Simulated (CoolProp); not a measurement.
Computed with CoolProp (reference Helmholtz-energy equation of state, Zhou 2012).

For m-xylene, give the phase and the Z, cv (kJ/(kg K)), isothermal compressibility (1/MPa), viscosity (µPa s) at 620 K and 994 kPa; 620 K and 4190 kPa.


- 620 K and 994 kPa: gas; Z 0.892, cv 2.17, isothermal compressibility 1.14, viscosity 13.7
- 620 K and 4190 kPa: supercritical; Z 0.206, cv 2.32, isothermal compressibility 0.158, viscosity 45.0

Viscosity comes from a separate model (Cao 2016).
